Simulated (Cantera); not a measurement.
Feed: 1 mol MgO, 0.44 mol C, 1.2 mol H2, at 2675 °C and 710 Pa.

Cantera equilibrium calculation (NASA polynomials, part measured and part estimated; ideal gas, pure solids and liquids). Candidate condensed phases: C, C6H6, C7H8, C8H18, H2O, Mg, MgCO3, MgO, Mg(OH)2; 116 gas species. The tables' values for MgH are old estimates; treat these amounts as uncertain. The numbers say what is thermodynamically allowed, not how fast it happens.

Base state: H 0.425, Mg 0.255, CO 0.111, O 0.0894, H2 0.0712, OH 0.0243, H2O 0.0128, O2 0.00636 (mole fractions); condensed: gas only.

What changes in the equilibrium state with this change: pressure from 710 Pa to 1330 Pa?


| species | before | after |
|---|---|---|
| H | 0.425 | 0.369 |
| Mg | 0.255 | 0.269 |
| CO | 0.111 | 0.116 |
| H2 | 0.0712 | 0.100 |
| O | 0.0894 | 0.0713 |
| H2O | 0.0128 | 0.0270 |
| OH | 0.0243 | 0.0315 |
| MgOH | 0.000210 | 0.000541 |
| MgH | 0.000133 | 0.000228 |
